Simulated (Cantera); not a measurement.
# Titanium nitride, carbide and oxide coatings: Ti + O2 + H2

Charge: 1 mol Ti, 3.9 mol O2, a varied amount of H2, at 0.0550 bar.

These are equilibrium values from Cantera (NASA tables, ideal gas, pure condensed phases), not measurements of a reactor. Candidate condensed phases: H2O, Ti, TiO, TiO2, Ti2O3, Ti3O5, Ti4O7; 12 gas species. Mutual solubility and eutectic melting of coexisting phases are not modelled. Condensed phases not in the tables: Magnéli phases beyond Ti4O7. Equilibrium is a limit: real reactors are often held back by kinetics, nucleation or transport.

Stable condensed phases:

```
T in K \ n(H2) in mol
          22  32  46  67  96 140 200 280
   1748    A   A   A   A   B   B   B   C
   1723    A   A   A   A   B   B   B   C
   1698    A   A   A   A   A   B   B   B
   1673    A   A   A   A   A   B   B   B
   1648    A   A   A   A   A   D   B   B
   1623    A   A   A   A   A   A   B   B
   1598    A   A   A   A   A   A   B   B
   1573    A   A   A   A   A   A   A   B
   1548    A   A   A   A   A   A   A   B
   1523    A   A   A   A   A   A   A   A
   1498    A   A   A   A   A   A   A   A
```

A: TiO2; B: Ti4O7; C: Ti3O5; D: TiO2 + Ti4O7.
